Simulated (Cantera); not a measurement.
**FeS₂ + H₂S + H₂O (roasting and sulfation)**

Feed: 1 mol FeS₂, 1.6 mol H₂S, 8.9 mol H₂O, equilibrated at 525 °C and 39.0 Torr.

Method: chemical equilibrium by Gibbs-energy minimisation in Cantera with the NASA 1993 tables (ideal gas, pure condensed phases). Candidate condensed phases: Fe, FeO, Fe(OH)₂, Fe(OH)₃, FeS, FeSO₄, FeS₂, Fe₂O₃, Fe₂(SO₄)₃, Fe₃O₄, H₂O, H₂SO₄, S; 22 gas species. Gases not in the tables: S₃ to S₇. Equilibrium is a limit: real reactors are often held back by kinetics, nucleation or transport.

The x(H₂O) comes out as 0.844. The x(H₂S) is 0.147, the x(H₂) comes out as 0.00645 and the x(S₂) is 0.00233. The x(SO₂) is 0.000585 and the x(S₂O) comes out as 8.05e-6. The n(FeS₂(s)) is 1.00 mol, the gas amount comes out as 10.53 mol and the log10 activity of S(l) (absent) is -1.62. The log10 activity of Fe(α) (absent) comes out as -5.25 and the log10 activity of Fe(OH)₂(s) (absent) is -7.65.
